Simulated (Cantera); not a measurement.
Input (Python, Cantera):

```python
import numpy as np
import cantera as ct

gas = ct.Solution("gri30.yaml")
gas.TPX = 950, 100, {'H2': 0.03, 'O2': 1}
reactor = ct.IdealGasConstPressureReactor(gas, energy="off", clone=False)
net = ct.ReactorNet([reactor])
net.rtol, net.atol = 1e-08, 1e-18
show = ['H2', 'O2', 'O', 'OH', 'H', 'H2O2']
times = np.geomspace(4e-05, 20, 15)

steps = ct.SolutionArray(gas, extra=["t"])
rows = []
print(f"{'t/s':>10s}{'T/K':>9s}{'P/Pa':>11s}" + "".join(f"{s:>11s}" for s in show))
for t in times:
    while net.time < t:
        t_next = net.step()
        steps.append(gas.state, t=t_next)
    rows.append([np.interp(t, steps.t, y) for y in (steps.T, steps.P, *steps(*show).X.T)])
    print(f"{t:10.3e}{rows[-1][0]:9.1f}{rows[-1][1]:11.4g}" + "".join(f"{x:11.3e}" for x in rows[-1][2:]))
rate = np.gradient(steps.T, steps.t)
print("integrator steps:", len(steps.t))
if steps.T.max() > steps.T[0] + 200:
    print(f"time of steepest temperature rise: {steps.t[rate.argmax()]:.4e} s")
gas.TPX = 950, 100, {'H2': 0.03, 'O2': 1}
gas.equilibrate("TP")
print(f"equilibrium (TP): T = {gas.T:.1f} K  " + "  ".join(f"{s} {gas[s].X[0]:.3e}" for s in show))
```

Output:

```
       t/s      T/K       P/Pa         H2         O2          O         OH          H       H2O2
 4.000e-05    950.0        100  2.913e-02  9.709e-01  1.529e-15  1.522e-15  1.934e-13  4.598e-20
 1.021e-04    950.0        100  2.913e-02  9.709e-01  1.001e-14  9.905e-15  4.878e-13  3.041e-19
 2.607e-04    950.0        100  2.913e-02  9.709e-01  6.311e-14  6.150e-14  1.210e-12  1.959e-18
 6.657e-04    950.0        100  2.913e-02  9.709e-01  3.881e-13  3.640e-13  2.889e-12  1.271e-17
 1.700e-03    950.0        100  2.913e-02  9.709e-01  2.256e-12  1.925e-12  6.505e-12  8.294e-17
 4.339e-03    950.0        100  2.913e-02  9.709e-01  1.228e-11  8.573e-12  1.471e-11  5.408e-16
 1.108e-02    950.0        100  2.913e-02  9.709e-01  7.339e-11  3.895e-11  4.607e-11  3.526e-15
 2.828e-02    950.0        100  2.913e-02  9.709e-01  9.350e-10  4.269e-10  4.439e-10  2.310e-14
 7.221e-02    950.0        100  2.913e-02  9.709e-01  2.326e-07  1.044e-07  1.071e-07  2.038e-13
 1.844e-01    950.0        100  8.882e-03  9.578e-01  8.657e-03  1.817e-03  6.961e-03  1.793e-08
 4.707e-01    950.0        100  3.221e-04  9.508e-01  1.695e-02  7.695e-04  5.332e-03  2.912e-09
 1.202e+00    950.0        100  2.471e-04  9.548e-01  1.369e-02  6.740e-04  3.754e-03  2.903e-09
 3.068e+00    950.0        100  1.517e-04  9.613e-01  8.183e-03  5.274e-04  1.744e-03  3.184e-09
 7.834e+00    950.0        100  5.603e-05  9.672e-01  2.982e-03  3.195e-04  3.826e-04  3.444e-09
 2.000e+01    950.0        100  1.217e-05  9.697e-01  6.503e-04  1.490e-04  3.880e-05  3.265e-09
integrator steps: 1184
equilibrium (TP): T = 950.0 K  H2 1.740e-11  O2 9.704e-01  O 9.965e-10  OH 1.848e-07  H 7.387e-14  H2O2 1.322e-12
```

Cantera simulation using GRI-Mech 3.0 (53 species, 325 reactions); the numbers are that mechanism's predictions, not measurements. Radical loss at walls, strong at low pressure, is not modelled.
